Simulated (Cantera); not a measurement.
Charge: 1 mol trisilylamine, 35 mol N2, 83 mol H2, 5 mol NH3, equilibrated at 13300 Pa.

Cantera equilibrium calculation (NASA polynomials, part measured and part estimated; ideal gas, pure solids and liquids). Candidate condensed phases: Si, Si3N4; 18 gas species. The feed counts by its element totals alone. Gases not in the tables: Si2H6 and higher silanes. Kinetics and transport are ignored.

**Question.** Which condensed phases are stable at each of these points (T (K)): 1223, 1298, 1373, 1448, 1523, 1598, 1673, 1748, 1823, 1898?

**Answer.** 
```
T (K)  condensed phases  Si condensed (%)
-----  ----------------  ----------------
1223           Si3N4(s)             100.0
1298           Si3N4(s)             100.0
1373           Si3N4(s)             100.0
1448           Si3N4(s)             100.0
1523           Si3N4(s)             100.0
1598           Si3N4(s)             100.0
1673           Si3N4(s)             100.0
1748           Si3N4(s)             100.0
1823           Si3N4(s)              99.8
1898              Si(l)              99.2
```

From 1223 K to 1823 K the condensed part is Si3N4(s). At 1898 K the condensed part is Si(l).
